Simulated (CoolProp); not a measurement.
Model: reference Helmholtz-energy equation of state, Span 2000, in CoolProp.

Question: Give the vapour pressure (kPa), vapour Z, liquid conductivity (mW/(m K)) of saturated nitrogen at -174.05, -159.55 °C.

Answer: 
```tsv
T (°C)	p (kPa)	vapour Z	liquid conductivity (mW/(m K))
-174.05	731	0.828	102
-159.55	1800	0.670	73.4
```

Thermal conductivity comes from a separate model (Lemmon 2004).
